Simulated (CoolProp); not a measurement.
R1336mzz(E) at several states: fugacity coefficient from the reference equation and from simpler models built on Tc = 403.5 K, pc = 2.779 MPa, ω = 0.413; each cubic takes its own stable root.

Model: reference Helmholtz-energy equation of state, Akasaka 2023, in CoolProp.

| T (K) | p (MPa) | phase | reference |
|---|---|---|---|
| 312.7 | 0.0425 | gas | 0.9865 |
| 207.9 | 0.431 | liquid | 0.003123 |
| 355.2 | 0.34 | gas | 0.9312 |
| 236.2 | 0.0312 | liquid | 0.3365 |

Question: How far does each simpler model (Redlich-Kwong, Soave-Redlich-Kwong) lie from the reference over these 4 states: mean and median of the absolute difference, and the worst?

Answer: 
- Redlich-Kwong: mean 202.5 %, median 96.6 %, worst +616.3 % at 207.9 K and 0.431 MPa
- Soave-Redlich-Kwong: mean 1.8 %, median 0.7 %, worst +5.5 % at 207.9 K and 0.431 MPa

At some of these states Redlich-Kwong gives the other phase, because its saturation line lies elsewhere.
